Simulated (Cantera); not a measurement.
A freely propagating, adiabatic, planar premixed flame of CH₄ : H₂ : O₂ : N₂ = 1 : 0.39 : 2.39 : 8.97 (molar parts), equivalence ratio 0.92, unburnt at 673 K and 47000 Pa; mixture-averaged transport, grid criteria slope 0.08 and curve 0.16, no radiation.

Cantera simulation using GRI-Mech 3.0 (53 species, 325 reactions); the numbers are that mechanism's predictions, not measurements. Burning velocities carry a grid error of a few per cent, more on coarse grids.

**Question.** Predict: laminar burning velocity; thermal thickness; peak x(OH); peak x(O).

**Answer.** laminar burning velocity: 233 cm/s
thermal thickness: 0.564 mm
peak x(OH): 0.0127
peak x(O): 0.00829
